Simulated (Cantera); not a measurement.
A closed system holds: 1 mol SiC, 0.87 mol H₂O, 450 mol H₂, 0.054 mol CO₂, at 101000 Pa.

These are equilibrium values from Cantera (NASA tables, ideal gas, pure condensed phases), not measurements of a reactor. Candidate condensed phases: C, C₆H₆, C₇H₈, C₈H₁₈, H₂O, Si, SiC, SiO₂; 123 gas species. Gases not in the tables: Si₂H₆ and higher silanes. Kinetics and transport are ignored. All values below are at 2125 K.

Base state: H₂ 0.994, H 0.00360, CO 0.00125, SiO 0.000913, SiH₂ 0.000135, Si 0.000112, SiH 5.80e-5, CH₄ 4.02e-5 (mole fractions); condensed: SiC(s).

Task: What changes in the equilibrium state with this change: SiC replaced by Si?

Result: 
```
species             before     after
----------------  --------  --------
H₂                   0.994     0.994
H                  0.00360   0.00360
SiO               0.000913   0.00204
CO                 0.00125  0.000118
C₂H₂ (acetylene)   2.78e-5   1.52e-8
CH₄                4.02e-5   9.42e-7
Si                0.000112   6.19e-5
SiH                5.80e-5   3.20e-5
SiC(s), mol          0.442         0
```
